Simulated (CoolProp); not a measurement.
A single-stage vapour-compression cycle with R22: evaporating at 195.15 K (dew point), condensing at 252.15 K (bubble point), superheat 0 K, subcooling 2 K, compressor efficiency 0.7, no pressure losses. Each further row changes one setting.

Computed with CoolProp (reference Helmholtz-energy equation of state, Kamei 1995).

```json
[
 {"case": "as stated", "cooling COP": "1.91", "pressure ratio": "19.7", "discharge temperature (K)": "361.8", "refrigerating effect (kJ/kg)": "196", "volumetric capacity (kJ/m³)": "126"},
 {"case": "evaporating temperature 200.15 K", "cooling COP": "2.21", "pressure ratio": "14.0", "discharge temperature (K)": "347.9", "refrigerating effect (kJ/kg)": "199", "volumetric capacity (kJ/m³)": "175"},
 {"case": "condensing temperature 247.15 K", "cooling COP": "2.14", "pressure ratio": "16.2", "discharge temperature (K)": "349.7", "refrigerating effect (kJ/kg)": "202", "volumetric capacity (kJ/m³)": "130"},
 {"case": "subcooling 7 K", "cooling COP": "1.97", "pressure ratio": "19.7", "discharge temperature (K)": "361.8", "refrigerating effect (kJ/kg)": "202", "volumetric capacity (kJ/m³)": "130"},
 {"case": "superheat 10 K", "cooling COP": "1.88", "pressure ratio": "19.7", "discharge temperature (K)": "375.4", "refrigerating effect (kJ/kg)": "201", "volumetric capacity (kJ/m³)": "123"},
 {"case": "compressor efficiency 0.6", "cooling COP": "1.64", "pressure ratio": "19.7", "discharge temperature (K)": "384.7", "refrigerating effect (kJ/kg)": "196", "volumetric capacity (kJ/m³)": "126"}
]
```
